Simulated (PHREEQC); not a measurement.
A solution holds 0.0035 mol/kgw Na2CO3, at 51 °C. Closed to the air; pH follows from the charge balance.

Equilibrium calculation in PHREEQC: Pitzer model, pitzer.dat.

Task: The ionic strength comes out as 0.00926 mol/kgw. What activity coefficients do CO3-2, Na+, HCO3-, OH- get?

Result: CO3-2 0.66, Na+ 0.90, HCO3- 0.94, OH- 0.90. Single-ion values are on the MacInnes scale.

This is a speciation only: nothing precipitates in the calculation. Complexes and solids missing from the database can't appear. Constants without temperature data keep their 25 °C values here.
